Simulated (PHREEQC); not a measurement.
A made-up water analysis in mg/L, 25 °C, pH 7.39, pe -1.5:

| constituent | mg/L |
|---|---|
| Na | 9.8 |
| K | 2.04 |
| Ca | 12.5 |
| Mg | 4.15 |
| Cl | 7.37 |
| S(6) as SO4 | 27.9 |
| Alkalinity as HCO3 | 42.7 |
| Br | 1.5 |
| B | 0.064 |
| Si as SiO2 | 2.51 |
| Zn | 0.339 |
| Fe(2) | 0.205 |

Valence states are taken as typed.

The numbers come from PHREEQC with the ion-association model, phreeqc.dat.

```
quantity                 before    after
----------------------  -------  -------
CaSO4 (mol/kgw)         9.68e-6  3.13e-5
SI of Quartz (SiO2)       -0.40    -0.10
SI of Siderite (FeCO3)    -0.80    -0.27
```

Which change was made?
A) Br from 1.5 to 3 mg/L
B) S(6) from 27.9 to 13.9 mg/L
C) all concentrations times 2 at the same typed pH
D) pH from 7.39 to 6.39 at the same alkalinity

C, all concentrations times 2 at the same typed pH

No solid was allowed to form. The database's zinc carbonate complexes are estimates, stronger than later reviews accept.
